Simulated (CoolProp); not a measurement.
Hydrogen sulfide along the isotherm 201.7 K: density (kg/m³) from the reference equation and from simpler models built on Tc = 373.1 K, pc = 8.999 MPa, ω = 0.101; each cubic takes its own stable root.

Model: reference Helmholtz-energy equation of state, Lemmon 2006, in CoolProp. It is a short technical equation, of lower accuracy than the large ones.

| p (MPa) | phase | reference | van der Waals | Soave-Redlich-Kwong |
|---|---|---|---|---|
| 5.62 | liquid | ___ | ___ | ___ |
| 11.2 | liquid | 977.7 | 645.8 | ___ |
| 16.9 | liquid | 982.1 | 651.4 | ___ |

Problem. Some entries are withheld; supply them.

Solution. 
- 5.62, reference: 973.2
- 5.62, van der Waals: 639.6
- 5.62, Soave-Redlich-Kwong: 943.0
- 11.2, Soave-Redlich-Kwong: 947.5
- 16.9, Soave-Redlich-Kwong: 951.8
